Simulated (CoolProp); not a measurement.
Vapour-liquid equilibrium of C3F8 (R218) (1) + R134a (2) at 3.84 bar; x and y are mole fractions of (1).

Computed with CoolProp (multi-fluid Helmholtz-energy mixture model, Lemmon 2006 and Tillner-Roth 1994; pair parameters Bell 2016).

```json
[
 {"x": "0.05", "bubble temperature (°C)": "3.6", "y at the bubble point": "0.162", "dew temperature at overall composition x (°C)": "6.5", "liquid density (mol/L)": "12.16"},
 {"x": "0.2", "bubble temperature (°C)": "-3.2", "y at the bubble point": "0.408", "dew temperature at overall composition x (°C)": "2.5", "liquid density (mol/L)": "11.28"},
 {"x": "0.35", "bubble temperature (°C)": "-5.9", "y at the bubble point": "0.514", "dew temperature at overall composition x (°C)": "-1.6", "liquid density (mol/L)": "10.42"},
 {"x": "0.5", "bubble temperature (°C)": "-7.0", "y at the bubble point": "0.581", "dew temperature at overall composition x (°C)": "-5.6", "liquid density (mol/L)": "9.665"},
 {"x": "0.65", "bubble temperature (°C)": "-7.3", "y at the bubble point": "0.646", "dew temperature at overall composition x (°C)": "-7.3", "liquid density (mol/L)": "9.018"},
 {"x": "0.8", "bubble temperature (°C)": "-6.7", "y at the bubble point": "0.737", "dew temperature at overall composition x (°C)": "-5.9", "liquid density (mol/L)": "8.465"},
 {"x": "0.95", "bubble temperature (°C)": "-4.1", "y at the bubble point": "0.905", "dew temperature at overall composition x (°C)": "-3.3", "liquid density (mol/L)": "7.963"}
]
```

y crosses x between x = 0.5 and 0.65: the model has an azeotrope there.

The pair parameters rest on a limited set of measurements; away from them the model extrapolates.
